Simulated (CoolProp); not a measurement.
Model: reference Helmholtz-energy equation of state, Lemmon 2006, in CoolProp. It is a short technical equation, of lower accuracy than the large ones.

Q: Give the vapour pressure (kPa), liquid density (kg/m³), vapour density (kg/m³), enthalpy of vaporisation (kJ/kg) of saturated n-decane at 415.6 K.

A: 
```csv
T (K),p (kPa),liquid density (kg/m³),vapour density (kg/m³),enthalpy of vaporisation (kJ/kg)
415.6,42.0,632,1.79,296
```
